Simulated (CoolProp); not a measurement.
Aqueous potassium carbonate as a coolant, 4 % by mass, freezing at -1.3 °C, 1 atm.

Model: Melinder's fits for secondary coolants, in CoolProp.

```csv
T (°C),Prandtl number,density (kg/m³),cp (kJ/(kg K)),conductivity (W/(m K))
5.1,…,1038,3.942,0.569
10.6,9.45,1037,3.945,…
16.2,8.03,1036,3.949,0.589
21.7,6.93,1034,3.955,…
27.3,…,1033,3.961,0.607
32.8,5.31,1031,3.968,…
38.4,4.69,1029,3.975,0.625
```

Problem. Fill in the missing entries.

Solution. 
- 5.1, Prandtl number: 11.3
- 10.6, conductivity (W/(m K)): 0.579
- 21.7, conductivity (W/(m K)): 0.598
- 27.3, Prandtl number: 6.03
- 32.8, conductivity (W/(m K)): 0.616
